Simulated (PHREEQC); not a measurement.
A solution holds 0.013 mol Al2(SO4)3 per kg of water, at 25 °C. Closed to the air; pH follows from the charge balance.

The numbers come from PHREEQC with the ion-association model, phreeqc.dat.

Question: The ionic strength comes out as 0.0535 mol/kgw. What activity coefficients do HSO4-, Al(OH)2+, AlSO4+, AlOH+2, SO4-2 get?

Answer: HSO4- 0.82, Al(OH)2+ 0.82, AlSO4+ 0.82, AlOH+2 0.46, SO4-2 0.45.

Precipitation was switched off in this run. Saturation is exceeded, for instance for Gibbsite (slow to form); the values hold only as long as no solid forms.
